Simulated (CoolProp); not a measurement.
Vapour-liquid equilibrium of R22 (1) + cyclohexane (2) at 306 K; x and y are mole fractions of (1).

The numbers come from the multi-fluid Helmholtz-energy mixture model, Kamei 1995 and Zhou 2014; pair parameters Bell 2016 in CoolProp.

Problem. Give the bubble pressure and the first vapour's composition at x = 0.05, 0.35, 0.95. Is there an azeotrope?

Solution. x = 0.05: 0.1580 MPa, y = 0.883; x = 0.35: 0.6862 MPa, y = 0.974; x = 0.95: 1.211 MPa, y = 0.996. No azeotrope shows between x = 0.05 and 0.95.

Pair parameters are fitted to limited data, so mixtures are less certain than the pure fluids. The gap from Raoult's law changes sign with composition, which may be real or a fault of the pair parameters; it wasn't checked against measurements. With so large a gap from Raoult's law the liquid may split in two, which this calculation doesn't test in full.
